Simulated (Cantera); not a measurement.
Input (Python, Cantera):

```python
import numpy as np
import cantera as ct

gas = ct.Solution("gri30.yaml")
gas.TPX = 425, 1000000, {'CH4': 1, 'H2': 0.073, 'O2': 1.45, 'N2': 5.47}
inlet = ct.Reservoir(gas, clone=True)
gas.equilibrate("HP")  # start burning
reactor = ct.IdealGasConstPressureReactor(gas, energy="on", clone=False)
exhaust = ct.Reservoir(gas, clone=True)
tau = [0.4, 0.11, 0.03, 0.0084, 0.0023, 0.00065, 0.00018, 4.9e-05, 1.4e-05, 3.8e-06][0]
for a, b in ((inlet, reactor), (reactor, exhaust)):
    ct.MassFlowController(a, b, mdot=lambda t: reactor.mass / tau)
net = ct.ReactorNet([reactor])
show = ['CH4', 'H2', 'O2', 'C2H', 'CH3']

rows = []
print(f"{'tau/s':>10s}{'T/K':>9s}" + "".join(f"{s:>11s}" for s in show))
for tau in [0.4, 0.11, 0.03, 0.0084, 0.0023, 0.00065, 0.00018, 4.9e-05, 1.4e-05, 3.8e-06]:
    net.initial_time = 0.0
    net.advance(30 * tau)
    before = gas.X
    net.advance(40 * tau)
    drift = np.max(np.abs(gas.X - before) / (gas.X + 1e-9))
    rows.append([gas.T, *gas[show].X, drift])
    print(f"{tau:10.3e}{gas.T:9.1f}" + "".join(f"{x:11.3e}" for x in gas[show].X))
```

Result:

```
     tau/s      T/K        CH4         H2         O2        C2H        CH3
 4.000e-01   2070.2  1.097e-04  6.311e-02  1.147e-05  2.191e-10  7.334e-06
 1.100e-01   2071.1  3.467e-04  6.249e-02  3.974e-05  2.247e-09  2.407e-05
 3.000e-02   2073.5  9.611e-04  6.064e-02  1.376e-04  1.728e-08  7.126e-05
 8.400e-03   2076.6  2.086e-03  5.674e-02  4.482e-04  7.859e-08  1.744e-04
 2.300e-03   2074.6  3.714e-03  5.100e-02  1.418e-03  2.232e-07  3.694e-04
 6.500e-04   2051.9  5.870e-03  4.512e-02  4.233e-03  4.067e-07  6.839e-04
 1.800e-04   1930.3  1.162e-02  3.879e-02  1.655e-02  3.237e-07  1.119e-03
 4.900e-05    425.0  1.251e-01  9.133e-03  1.814e-01 -4.796e-48 -6.287e-21
 1.400e-05    425.0  1.251e-01  9.133e-03  1.814e-01  3.419e-55 -1.693e-24
 3.800e-06    425.0  1.251e-01  9.133e-03  1.814e-01  7.329e-59 -8.839e-26
```

Computed with Cantera and GRI-Mech 3.0 (53 species, 325 reactions).
